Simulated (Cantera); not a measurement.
What does this Cantera script print?

```python
import numpy as np
import cantera as ct

gas = ct.Solution("gri30.yaml")
gas.TPX = 1100, 790, {'H2': 0.0057, 'O2': 1}
reactor = ct.IdealGasConstPressureReactor(gas, energy="off", clone=False)
net = ct.ReactorNet([reactor])
net.rtol, net.atol = 1e-08, 1e-18
show = ['H2', 'O2', 'O', 'HO2', 'H', 'OH']
times = np.geomspace(0.0006, 3, 12)

steps = ct.SolutionArray(gas, extra=["t"])
rows = []
print(f"{'t/s':>10s}{'T/K':>9s}{'P/Pa':>11s}" + "".join(f"{s:>11s}" for s in show))
for t in times:
    while net.time < t:
        t_next = net.step()
        steps.append(gas.state, t=t_next)
    rows.append([np.interp(t, steps.t, y) for y in (steps.T, steps.P, *steps(*show).X.T)])
    print(f"{t:10.3e}{rows[-1][0]:9.1f}{rows[-1][1]:11.4g}" + "".join(f"{x:11.3e}" for x in rows[-1][2:]))
rate = np.gradient(steps.T, steps.t)
print("integrator steps:", len(steps.t))
if steps.T.max() > steps.T[0] + 200:
    print(f"time of steepest temperature rise: {steps.t[rate.argmax()]:.4e} s")
gas.TPX = 1100, 790, {'H2': 0.0057, 'O2': 1}
gas.equilibrate("TP")
print(f"equilibrium (TP): T = {gas.T:.1f} K  " + "  ".join(f"{s} {gas[s].X[0]:.3e}" for s in show))
```

Result:

```
       t/s      T/K       P/Pa         H2         O2          O        HO2          H         OH
 6.000e-04   1100.0        790  5.668e-03  9.943e-01  2.105e-10  2.338e-10  6.268e-11  1.878e-10
 1.301e-03   1100.0        790  5.668e-03  9.943e-01  6.505e-10  5.079e-10  1.032e-10  5.209e-10
 2.823e-03   1100.0        790  5.668e-03  9.943e-01  2.465e-09  1.106e-09  2.532e-10  1.726e-09
 6.123e-03   1100.0        790  5.668e-03  9.943e-01  1.710e-08  2.446e-09  1.411e-09  1.092e-08
 1.328e-02   1100.0        790  5.667e-03  9.943e-01  6.383e-07  7.779e-09  5.038e-08  3.992e-07
 2.881e-02   1100.0        790  4.324e-03  9.931e-01  9.366e-04  8.043e-07  1.013e-04  4.871e-04
 6.248e-02   1100.0        790  2.300e-05  9.894e-01  4.647e-03  5.387e-07  1.948e-04  3.506e-04
 1.355e-01   1100.0        790  1.290e-05  9.900e-01  4.080e-03  4.709e-07  1.458e-04  2.998e-04
 2.940e-01   1100.0        790  9.862e-06  9.910e-01  3.104e-03  4.154e-07  9.701e-05  2.624e-04
 6.376e-01   1100.0        790  6.049e-06  9.923e-01  1.895e-03  3.278e-07  4.638e-05  2.058e-04
 1.383e+00   1100.0        790  2.767e-06  9.934e-01  8.655e-04  2.197e-07  1.436e-05  1.396e-04
 3.000e+00   1100.0        790  9.499e-07  9.940e-01  2.984e-04  1.215e-07  2.914e-06  8.224e-05
integrator steps: 964
equilibrium (TP): T = 1100.0 K  H2 8.506e-11  O2 9.943e-01  O 2.818e-08  HO2 9.096e-10  H 2.701e-12  OH 8.046e-07
```

Model: GRI-Mech 3.0 (53 species, 325 reactions), integrated in Cantera. Radical loss at walls, strong at low pressure, is not modelled.
